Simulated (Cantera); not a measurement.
Feed: 1 mol BN, 0.11 mol H₂, held at 2500 K and 2.00 mbar.

Cantera equilibrium calculation (NASA polynomials, part measured and part estimated; ideal gas, pure solids and liquids). Candidate condensed phases: B, BN; 15 gas species. The tables' values for BH₂ are old estimates; treat these amounts as uncertain. The numbers say what is thermodynamically allowed, not how fast it happens.

Base state: N₂ 0.719, H 0.158, H₂ 0.0788, B 0.0433, BN 0.000630, BH₂ 0.000309, BH 0.000286 (mole fractions); condensed: B(l).

### Question
What changes in the equilibrium state with this change: temperature from 2500 K to 2273.15 K?

### Answer
```json
[
 {"species": "N₂", "before": "0.719", "after": "0.788"},
 {"species": "H₂", "before": "0.0788", "after": "0.138"},
 {"species": "H", "before": "0.158", "after": "0.0699"},
 {"species": "B", "before": "0.0433", "after": "0.00361"},
 {"species": "BN", "before": "0.000630", "after": "8.36e-5"},
 {"species": "BH", "before": "0.000286", "after": "5.67e-5"},
 {"species": "BH₂", "before": "0.000309", "after": "0.000256"},
 {"species": "B(l), mol", "before": "0.969", "after": "0"},
 {"species": "B(s), mol", "before": "0", "after": "0.997"}
]
```
